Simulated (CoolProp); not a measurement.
Saturation properties of CHF3 (R23) (Tc = 299.3 K, pc = 4832 kPa, ω = 0.263).

Computed with CoolProp (reference Helmholtz-energy equation of state, Penoncello 2003).

```tsv
T (K)	p (kPa)	liquid density (kg/m³)	liquid conductivity (mW/(m K))
220.7	432.9	1326	112
224	495.7	1312	110
227.4	567.5	1296	108
230.8	646.9	1281	106
234.1	?	?	104
237.5	827.6	1249	102
240.8	929.4	?	99.5
244.2	1044	1215	97.4
247.6	1168	1197	95.3
250.9	1300	1179	93.2
254.3	1446	1160	91.1
257.6	1600	1141	89.0
261	1771	1120	86.8
264.4	1955	1098	84.6
```

Problem. Some entries are withheld; supply them.

Solution. 
- 234.1, p (kPa): 731.8
- 234.1, liquid density (kg/m³): 1265
- 240.8, liquid density (kg/m³): 1232

It boils at 191.1 K under 1 atm.

Thermal conductivity comes from a separate model (Shan 2000).
